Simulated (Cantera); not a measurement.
A perfectly stirred reactor is fed with NO : N₂ = 1 : 0.1 (molar parts), at 59000 Pa; it is held at 2100 K, and followed from long to short residence time.

Model: GRI-Mech 3.0 (53 species, 325 reactions), integrated in Cantera.

Problem. What does this change do: pressure from 59000 Pa to 1330 Pa?

Solution. 
```json
[
 {"quantity": "x(NO) at τ = 1.20 s", "before": "0.203", "after": "0.660"},
 {"quantity": "x(N₂O) at τ = 1.20 s", "before": "1.65e-5", "after": "9.74e-5"},
 {"quantity": "x(N₂) at τ = 1.20 s", "before": "0.443", "after": "0.214"},
 {"quantity": "x(O) at τ = 1.20 s", "before": "0.00109", "after": "0.00455"},
 {"quantity": "x(NO₂) at τ = 1.20 s", "before": "0.000297", "after": "8.16e-5"},
 {"quantity": "x(NO) at τ = 60.0 ms", "before": "0.751", "after": "0.901"},
 {"quantity": "x(N₂O) at τ = 60.0 ms", "before": "0.000248", "after": "0.000248"},
 {"quantity": "x(N₂) at τ = 60.0 ms", "before": "0.169", "after": "0.0943"},
 {"quantity": "x(O) at τ = 60.0 ms", "before": "0.000571", "after": "0.00136"},
 {"quantity": "x(NO₂) at τ = 60.0 ms", "before": "0.000543", "after": "2.23e-5"}
]
```
Radical loss at walls, strong at low pressure, is not modelled.

Problem. What does this change do: pressure from 59000 Pa to 14000 Pa?

Solution. 
| quantity | before | after |
|---|---|---|
| x(NO) at τ = 1.20 s | 0.203 | 0.342 |
| x(N₂O) at τ = 1.20 s | 1.65e-5 | 3.79e-5 |
| x(N₂) at τ = 1.20 s | 0.443 | 0.374 |
| x(O) at τ = 1.20 s | 0.00109 | 0.00203 |
| x(NO₂) at τ = 1.20 s | 0.000297 | 0.000217 |
| x(NO) at τ = 60.0 ms | 0.751 | 0.854 |
| x(N₂O) at τ = 60.0 ms | 0.000248 | 0.000292 |
| x(N₂) at τ = 60.0 ms | 0.169 | 0.118 |
| x(O) at τ = 60.0 ms | 0.000571 | 0.000838 |
| x(NO₂) at τ = 60.0 ms | 0.000543 | 0.000187 |

Problem. What does this change do: temperature 2100 to 1948 K?

Solution. 
| quantity | before | after |
|---|---|---|
| x(NO) at τ = 1.20 s | 0.203 | 0.471 |
| x(N₂O) at τ = 1.20 s | 1.65e-5 | 8.90e-5 |
| x(N₂) at τ = 1.20 s | 0.443 | 0.309 |
| x(O) at τ = 1.20 s | 0.00109 | 0.000279 |
| x(NO₂) at τ = 1.20 s | 0.000297 | 0.000698 |
| x(NO) at τ = 60.0 ms | 0.751 | 0.860 |
| x(N₂O) at τ = 60.0 ms | 0.000248 | 0.000317 |
| x(N₂) at τ = 60.0 ms | 0.169 | 0.115 |
| x(O) at τ = 60.0 ms | 0.000571 | 0.000118 |
| x(NO₂) at τ = 60.0 ms | 0.000543 | 0.000496 |
